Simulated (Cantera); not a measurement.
## Carbon deposition, reforming and gasification: C3H8 + H2O + H2

Charge: 1 mol C3H8, 0.096 mol H2O, 0.34 mol H2, equilibrated at 1.00 bar.

Equilibrium computed with Cantera from the NASA thermochemical tables; the gas is ideal and each condensed phase is pure. Candidate condensed phases: C, C6H6, C7H8, C8H18, H2O; 131 gas species. Ions and electrons are included (thermal ionisation). Rates play no part.

From 3000 K to 3500 K the condensed part is C(graphite). From 4000 K to 5000 K nothing is condensed. The main C-bearing gas is C2H2 (acetylene) at 3000 K and C at 5000 K.

```json
[
 {"T (K)": "3000", "x H2": "0.788", "x H": "0.140", "x C": "5.07e-5", "x C2H2 (acetylene)": "0.0490", "x C3": "0.000312", "x C2": "3.17e-5", "x C2H": "0.00150", "x CO": "0.0197", "n C(graphite)": "2.38"},
 {"T (K)": "3500", "x H2": "0.430", "x H": "0.387", "x C": "0.00297", "x C2H2 (acetylene)": "0.0923", "x C3": "0.0292", "x C2": "0.00327", "x C2H": "0.0262", "x CO": "0.0160", "n C(graphite)": "0.592"},
 {"T (K)": "4000", "x H2": "0.172", "x H": "0.661", "x C": "0.0258", "x C2H2 (acetylene)": "0.0160", "x C3": "0.0602", "x C2": "0.0178", "x C2H": "0.0300", "x CO": "0.0116", "n C(graphite)": "0"},
 {"T (K)": "4500", "x H2": "0.0491", "x H": "0.766", "x C": "0.0949", "x C2H2 (acetylene)": "0.00112", "x C3": "0.0336", "x C2": "0.0310", "x C2H": "0.0119", "x CO": "0.00953", "n C(graphite)": "0"},
 {"T (K)": "5000", "x H2": "0.0139", "x H": "0.758", "x C": "0.186", "x C2H2 (acetylene)": "4.93e-5", "x C3": "0.00692", "x C2": "0.0229", "x C2H": "0.00235", "x CO": "0.00854", "n C(graphite)": "0"}
]
```
x: gas mole fraction; n: condensed amount in mol.
